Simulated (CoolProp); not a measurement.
Vapour-liquid equilibrium of CH3F (R41) (1) + chloromethane (R40) (2) at 3.95 °C; x and y are mole fractions of (1).

The numbers come from the multi-fluid Helmholtz-energy mixture model, Lemmon 2006 and Thol 2014; pair parameters Bell 2016 in CoolProp.

```
x     bubble pressure, mixture model (MPa)  bubble pressure, Raoult's law (MPa)  y, mixture model  y, Raoult's law
----  ------------------------------------  -----------------------------------  ----------------  ---------------
0.05                                0.3947                               0.3959             0.266            0.286
0.2                                 0.6886                               0.6915             0.619            0.656
0.35                                0.9788                               0.9871             0.763            0.804
0.5                                  1.262                                1.283             0.844            0.884
0.65                                 1.542                                1.578             0.899            0.934
0.8                                  1.831                                1.874             0.943            0.968
0.95                                 2.149                                2.169             0.985            0.993
```

The largest gap from Raoult's law is -2.3 % in bubble pressure, at x = 0.8. No azeotrope shows between x = 0.05 and 0.95.

Pair parameters are fitted to limited data, so mixtures are less certain than the pure fluids.
